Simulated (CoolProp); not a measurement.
A single-stage vapour-compression cycle with fluoroethane (R161): evaporating at 292.15 K (dew point), condensing at 339.15 K (bubble point), superheat 0 K, subcooling 5 K, compressor efficiency 0.8, no pressure losses. Each further row changes one setting.

The numbers come from the reference Helmholtz-energy equation of state, Wu 2012 in CoolProp.

```
case                              cooling COP  pressure ratio  discharge temperature (K)  refrigerating effect (kJ/kg)  volumetric capacity (kJ/m³)
--------------------------------  -----------  --------------  -------------------------  ----------------------------  ---------------------------
as stated                                3.88            3.15                      360.9                           249                         4510
evaporating temperature 297.15 K         4.51            2.74                      358.2                    (withheld)                   (withheld)
condensing temperature 334.15 K          4.51            2.83                      354.1                           262                         4740
subcooling 10 K                    (withheld)            3.15                      360.9                           262                   (withheld)
superheat 10 K                           3.88            3.15                      370.3                           263                   (withheld)
compressor efficiency 0.7                3.39            3.15                      365.5                           249                         4510
```

**Question.** Fill in the missing entries.

**Answer.** 
- evaporating temperature 297.15 K, refrigerating effect (kJ/kg): 252
- evaporating temperature 297.15 K, volumetric capacity (kJ/m³): 5250
- subcooling 10 K, cooling COP: 4.08
- subcooling 10 K, volumetric capacity (kJ/m³): 4750
- superheat 10 K, volumetric capacity (kJ/m³): 4520
